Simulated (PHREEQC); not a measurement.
Consider water at 25 °C with 0.00046 mol/kgw Al2(SO4)3 and 0.0002 mol/kgw NiCl2. Closed to the air; pH follows from the charge balance.

Model: ion-association model, wateq4f.dat, run in PHREEQC.

This is a speciation only: nothing precipitates in the calculation.

Question: Predict the pH.

Answer: pH 4.26.

Question: In which forms is Al present?

Answer: AlSO4+ 51 %, Al+3 41 %, AlOH+2 5.5 %, Al(SO4)2- 1.1 %, Al(OH)2+ 0.6 % of the Al.

The solution is supersaturated, for example in Basaluminite, Gibbsite (slow to form), so a real one may precipitate; this is no full list.
